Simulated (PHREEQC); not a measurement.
## Metal-bearing waste water (model solution)

Dissolve 0.99 mmol/kgw CdCl2 and 47 mmol/kgw CaCl2 at 20 °C. Closed to the air; pH follows from the charge balance.

Computed with PHREEQC (ion-association model, wateq4f.dat).

Precipitation was switched off in this run.

### Question
What pH does the model give?

### Answer
pH 6.40.

### Question
In which forms is Cd present?

### Answer
CdCl+ 64 %, Cd+2 22 %, CdCl2 14 %, CdCl3- 0.8 % of the Cd.

Species that the database lacks are ignored.
